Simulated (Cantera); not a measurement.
Charge: 1 mol MgSO4, 0.1 mol H2, 0.015 mol CO2, equilibrated at 452 °C and 4.90 bar.

These are equilibrium values from Cantera (NASA tables, ideal gas, pure condensed phases), not measurements of a reactor. Candidate condensed phases: C, C6H6, C7H8, C8H18, H2O, H2SO4, Mg, MgCO3, MgO, Mg(OH)2, MgS, MgSO4, S; 130 gas species. Gases not in the tables: S3 to S7. Rates play no part.

Base state: H2O 0.658, H2S 0.204, CO2 0.129, SO2 0.00514, S2 0.00293, S8 0.000908, H2 0.000214, COS 0.000182 (mole fractions); condensed: MgO(s) + MgSO4(s).

Q: What changes in the equilibrium state with this change: temperature from 452 °C to 377 °C?

A: 
| species | before | after |
|---|---|---|
| H2O | 0.658 | 0.680 |
| H2S | 0.204 | 0.225 |
| CO2 | 0.129 | 0.0935 |
| S2O | 9.37e-5 | 3.46e-6 |
| SO2 | 0.00514 | 0.000259 |
| MgO(s), mol | 0.0258 | 0.0204 |
| MgSO4(s), mol | 0.974 | 0.975 |
| MgCO3(s), mol | 0 | 0.00467 |
